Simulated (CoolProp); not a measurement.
Computed with CoolProp (reference Helmholtz-energy equation of state, Schmidt 1985).

Problem. Give the vapour pressure (MPa), liquid density (kg/m³), vapour density (kg/m³), liquid viscosity (µPa s) of saturated oxygen at 99.7 K.

Solution. 
```
T (K)  p (MPa)  liquid density (kg/m³)  vapour density (kg/m³)  liquid viscosity (µPa s)
-----  -------  ----------------------  ----------------------  ------------------------
99.7     0.248                    1090                    10.2                       154
```

Viscosity comes from a separate model (Lemmon 2004).
